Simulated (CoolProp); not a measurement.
Model: reference Helmholtz-energy equation of state, Span 2000, in CoolProp.

For nitrogen, give the phase and the speed of sound (m/s), Joule-Thomson coefficient (K/MPa), fugacity coefficient at 106.2 K and 1.07 MPa.


- 106.2 K and 1.07 MPa: gas; speed of sound 185, Joule-Thomson coefficient 15.6, fugacity coefficient 0.827
